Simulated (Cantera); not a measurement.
Input: 1 mol BCl3, 0.13 mol H2O, 27 mol H2, at 1348.15 K and 0.100 bar.

Equilibrium computed with Cantera from the NASA thermochemical tables; the gas is ideal and each condensed phase is pure. Candidate condensed phases: B, B2O3, B3O3H3, H2O; 33 gas species. The tables' values for BOCl, BCl2 are old estimates; treat these amounts as uncertain. Gases not in the tables: BHCl2. The numbers say what is thermodynamically allowed, not how fast it happens.

Base state: H2 0.900, HCl 0.0942, BCl3 0.00314, HBO 0.00121, B3O3H3 0.000669, B3O3Cl3 0.000352, BOCl 0.000200, BCl2 2.08e-5 (mole fractions); condensed: B(s).

Q: What changes in the equilibrium state with this change: pressure from 0.100 bar to 3.30 mbar?

A: 
| species | before | after |
|---|---|---|
| H2 | 0.900 | 0.893 |
| HCl | 0.0942 | 0.102 |
| HBO | 0.00121 | 0.00344 |
| BCl3 | 0.00314 | 0.000725 |
| B3O3H3 | 0.000669 | 1.68e-5 |
| B3O3Cl3 | 0.000352 | 1.14e-5 |
| B2O2 | 1.91e-5 | 0.000156 |
| BCl | 9.09e-6 | 5.42e-5 |
| B(s), mol | 0.780 | 0.848 |
The tables' values for BOCl, BCl, BCl2 are old estimates; treat these amounts as uncertain.

Q: What changes in the equilibrium state with this change: pressure from 0.100 bar to 1.70 mbar?

A: 
| species | before | after |
|---|---|---|
| H2 | 0.900 | 0.893 |
| HCl | 0.0942 | 0.102 |
| HBO | 0.00121 | 0.00349 |
| BCl3 | 0.00314 | 0.000529 |
| B3O3H3 | 0.000669 | 4.67e-6 |
| B3O3Cl3 | 0.000352 | 3.22e-6 |
| B(s), mol | 0.780 | 0.853 |
The tables' values for BOCl, BCl, BCl2 are old estimates; treat these amounts as uncertain.
